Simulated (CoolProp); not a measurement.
CHF3 (R23) at several states: Z from the reference equation and from simpler models built on Tc = 26.1 °C, pc = 4.832 MPa, ω = 0.263; each cubic takes its own stable root.

Computed with CoolProp (reference Helmholtz-energy equation of state, Penoncello 2003).

| T (°C) | p (MPa) | phase | reference | van der Waals | Redlich-Kwong | Soave-Redlich-Kwong |
|---|---|---|---|---|---|---|
| 143.95 | 17.9 | supercritical | 0.7426 | 0.7320 | 0.7400 | 0.8392 |
| 32.55 | 0.0237 | gas | 0.9983 | 0.9986 | 0.9984 | 0.9984 |
| -38.05 | 0.414 | gas | 0.9220 | 0.9530 | 0.9396 | 0.9341 |
| -5.35 | 0.0128 | gas | 0.9986 | 0.9990 | 0.9988 | 0.9987 |
| 150.25 | 0.0852 | gas | 0.9982 | 0.9978 | 0.9979 | 0.9985 |
| 2.75 | 0.773 | gas | 0.9185 | 0.9391 | 0.9276 | 0.9248 |
